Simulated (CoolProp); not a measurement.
A simple Rankine cycle with R245ca: condensing at 297.15 K, boiler at 1.86 MPa, turbine inlet 446 K, turbine efficiency 0.75, pump efficiency 0.8, no recuperator. Each further row changes one setting.

Computed with CoolProp (reference Helmholtz-energy equation of state, Zhou 2016).

```
case                             thermal efficiency (%)  net work (kJ/kg)  heat in (kJ/kg)  turbine exit temperature (K)  volume ratio over the turbine
-------------------------------  ----------------------  ----------------  ---------------  ----------------------------  -----------------------------
as stated                                          14.7              49.8              340                         383.2                           20.2
condensing temperature 289.15 K                    15.7              55.2              351                         377.8                           27.5
boiler pressure 1.3 MPa                            13.2              45.9              347                         393.6                           13.4
turbine efficiency 0.65                            12.6              43.0              340                         389.6                           20.5
```
